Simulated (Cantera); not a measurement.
A closed system holds: 1 mol SiC, 0.11 mol O₂, a varied amount of H₂, equilibrated at 1125 K and 10.0 mbar.

Method: chemical equilibrium by Gibbs-energy minimisation in Cantera with the NASA 1993 tables (ideal gas, pure condensed phases). Candidate condensed phases: C, C₆H₆, C₇H₈, C₈H₁₈, H₂O, Si, SiC, SiO₂; 123 gas species. Mutual solubility and eutectic melting of coexisting phases are not modelled. The numbers say what is thermodynamically allowed, not how fast it happens.

Task: At 150 mol H₂, list the 3 most abundant gas species with their mole fractions, and the condensed phases.

Result: H₂ 0.999, CO 0.000366, CH₄ 0.000183. Condensed: SiC(s) + SiO₂(β-quartz).
